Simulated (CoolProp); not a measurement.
Properties of ethanol along the isobar 0.101 MPa (Tc = 241.6 °C, pc = 6.268 MPa, ω = 0.644).

Values from CoolProp's reference Helmholtz-energy equation of state, Schroeder 2014.

```json
[
 {"T (°C)": "-16.15", "phase": "liquid", "Z": "___", "cp (kJ/(kg K))": "2.162"},
 {"T (°C)": "6.55", "phase": "liquid", "Z": "___", "cp (kJ/(kg K))": "2.300"},
 {"T (°C)": "29.25", "phase": "liquid", "Z": "0.002368", "cp (kJ/(kg K))": "___"},
 {"T (°C)": "51.95", "phase": "liquid", "Z": "0.002261", "cp (kJ/(kg K))": "2.667"},
 {"T (°C)": "74.65", "phase": "liquid", "Z": "0.002174", "cp (kJ/(kg K))": "___"},
 {"T (°C)": "97.35", "phase": "gas", "Z": "0.9752", "cp (kJ/(kg K))": "___"},
 {"T (°C)": "120.05", "phase": "gas", "Z": "0.9817", "cp (kJ/(kg K))": "1.807"},
 {"T (°C)": "142.75", "phase": "gas", "Z": "0.9862", "cp (kJ/(kg K))": "1.866"},
 {"T (°C)": "165.45", "phase": "gas", "Z": "0.9894", "cp (kJ/(kg K))": "1.928"},
 {"T (°C)": "188.15", "phase": "gas", "Z": "0.9918", "cp (kJ/(kg K))": "1.992"}
]
```

Question: Some entries are withheld; supply them.

Answer: 
- -16.15, Z: 0.002655
- 6.55, Z: 0.002498
- 29.25, cp (kJ/(kg K)): 2.468
- 74.65, cp (kJ/(kg K)): 2.892
- 97.35, cp (kJ/(kg K)): 1.754
